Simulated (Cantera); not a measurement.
A Cantera script and what it prints.

```python
import numpy as np
import cantera as ct

gas_names = """
    CL CL2 H HCL H2 N NH NH2 NH3 N2 N2H2 N2H4 Si SiCL SiCL2 SiCL3 SiCL4 SiH SiHCL3 SiH2 SiH2CL2 SiH3
    SiH3CL SiH4 SiN Si2 Si2N Si3
""".split()
cond_names = """
    NH4CL(a) NH4CL(b) Si(cr) Si(L) Si3N4(a)
""".split()


def load(file, names, dense=False):
    # The tables refer to 1 bar. Condensed volumes are neglected.
    table = {s.name: s for s in ct.Species.list_from_file(file)}
    out = []
    for n in names:
        d = dict(table[n].input_data)
        d["thermo"] = dict(d["thermo"], **{"reference-pressure": 1e5})
        if dense:
            d["equation-of-state"] = {"model": "constant-volume", "density": "1e6 g/cm^3"}
        out.append(ct.Species.from_dict(d))
    return out


gas = ct.Solution(thermo="ideal-gas", species=load("nasa_gas.yaml", gas_names))
cond = {s.name: ct.Solution(thermo="fixed-stoichiometry", species=[s], name=s.name)
        for s in load("nasa_condensed.yaml", cond_names, dense=True)}
atoms = {
    'SiHCl3': {'Si': 1, 'H': 1, 'CL': 3},
    'N2': {'N': 2},
}
top_T = {'Si3N4(a)': 2400}  # K; cautious upper limits of use, not melting points


def equilibrate(T, P, feed):
    n = {}
    for name, mol in feed.items():
        for a, k in atoms[name].items():
            n[a] = n.get(a, 0.0) + k * mol
    gas.TPX = T, P, n
    mass = sum(n.values()) * gas.mean_molecular_weight
    gas.equilibrate("TP")
    valid = [c for c in cond.values() if c.min_temp <= T <= top_T.get(c.name, c.max_temp)]
    mix = ct.Mixture([(gas, mass / gas.mean_molecular_weight)] + [(c, 0.0) for c in valid])
    mix.T, mix.P = T, P
    mix.equilibrate("TP", solver="vcs", rtol=1e-11, max_steps=5000)
    return mix


results = []
feed = {'SiHCl3': 1, 'N2': 13}  # mol
for P in [5, 17, 59, 210, 710, 2400, 8400, 29000, 100000]:
    for T in [1598, 1623, 1648, 1673, 1698, 1723, 1748, 1773, 1798, 1823, 1848]:
        mix = equilibrate(T, P, feed)
        results.append((T, P, feed, dict(zip(mix.species_names, mix.species_moles))))

for T, P, feed, n in results:
    print(f"{T:7g} {P:10.4g}  " + (" + ".join(c for c in cond_names if n.get(c, 0) > 1e-12) or "gas only"))
```

It prints:

```
   1598          5  gas only
   1623          5  gas only
   1648          5  gas only
   1673          5  gas only
   1698          5  gas only
   1723          5  gas only
   1748          5  gas only
   1773          5  gas only
   1798          5  gas only
   1823          5  gas only
   1848          5  gas only
   1598         17  gas only
   1623         17  gas only
   1648         17  gas only
   1673         17  gas only
   1698         17  gas only
   1723         17  gas only
   1748         17  gas only
   1773         17  gas only
   1798         17  gas only
   1823         17  gas only
   1848         17  gas only
   1598         59  gas only
   1623         59  gas only
   1648         59  gas only
   1673         59  gas only
   1698         59  gas only
   1723         59  gas only
   1748         59  gas only
   1773         59  gas only
   1798         59  gas only
   1823         59  gas only
   1848         59  gas only
   1598        210  gas only
   1623        210  gas only
   1648        210  gas only
   1673        210  gas only
   1698        210  gas only
   1723        210  gas only
   1748        210  gas only
   1773        210  gas only
   1798        210  gas only
   1823        210  gas only
   1848        210  gas only
   1598        710  gas only
   1623        710  gas only
   1648        710  gas only
   1673        710  gas only
   1698        710  gas only
   1723        710  gas only
   1748        710  gas only
   1773        710  gas only
   1798        710  gas only
   1823        710  gas only
   1848        710  gas only
   1598       2400  gas only
   1623       2400  gas only
   1648       2400  gas only
   1673       2400  gas only
   1698       2400  gas only
   1723       2400  gas only
   1748       2400  gas only
   1773       2400  gas only
   1798       2400  gas only
   1823       2400  gas only
   1848       2400  gas only
   1598       8400  Si3N4(a)
   1623       8400  Si3N4(a)
   1648       8400  Si3N4(a)
   1673       8400  gas only
   1698       8400  gas only
   1723       8400  gas only
   1748       8400  gas only
   1773       8400  gas only
   1798       8400  gas only
   1823       8400  gas only
   1848       8400  gas only
   1598    2.9e+04  Si3N4(a)
   1623    2.9e+04  Si3N4(a)
   1648    2.9e+04  Si3N4(a)
   1673    2.9e+04  Si3N4(a)
   1698    2.9e+04  Si3N4(a)
   1723    2.9e+04  Si3N4(a)
   1748    2.9e+04  gas only
   1773    2.9e+04  gas only
   1798    2.9e+04  gas only
   1823    2.9e+04  gas only
   1848    2.9e+04  gas only
   1598      1e+05  Si3N4(a)
   1623      1e+05  Si3N4(a)
   1648      1e+05  Si3N4(a)
   1673      1e+05  Si3N4(a)
   1698      1e+05  Si3N4(a)
   1723      1e+05  Si3N4(a)
   1748      1e+05  Si3N4(a)
   1773      1e+05  Si3N4(a)
   1798      1e+05  Si3N4(a)
   1823      1e+05  Si3N4(a)
   1848      1e+05  gas only
```

Equilibrium computed with Cantera from the NASA thermochemical tables; the gas is ideal and each condensed phase is pure. The tables' values for SiCl3 are old estimates.
